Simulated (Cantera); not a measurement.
Charge: 1 mol SiCl₄, 11 mol H₂O, 0.22 mol N₂O, equilibrated at 1873 K and 0.0390 bar.

Method: chemical equilibrium by Gibbs-energy minimisation in Cantera with the NASA 1993 tables (ideal gas, pure condensed phases). Candidate condensed phases: H₂O, NH₄Cl, Si, SiO₂, Si₂N₂O, Si₃N₄; 47 gas species. The tables hold silica as quartz up to 1696 K and as liquid above; real silica turns to tridymite and cristobalite and melts near 1996 K. Gases not in the tables: Si(OH)₄. Equilibrium is a limit: real reactors are often held back by kinetics, nucleation or transport.

Base state: H₂O 0.671, HCl 0.287, N₂ 0.0163, Cl 0.0109, O₂ 0.00687, H₂ 0.00425, OH 0.00261, H 0.000213 (mole fractions); condensed: SiO₂(condensed).

Question: What changes in the equilibrium state with this change: SiCl₄ replaced by TEOS?

Answer: 
```tsv
species	before	after
H₂	0.00425	0.555
CO	0	0.255
H₂O	0.671	0.161
HCl	0.287	0
CO₂	0	0.0180
Cl	0.0109	0
N₂	0.0163	0.00751
SiO	1.39e-6	0.000760
O₂	0.00687	2.31e-8
Cl₂	2.41e-5	0
SiO₂(condensed), mol	1.000	0.978
```
The feed counts by its element totals alone. Further candidate phases: C, C₆H₆, C₇H₈, C₈H₁₈, SiC.
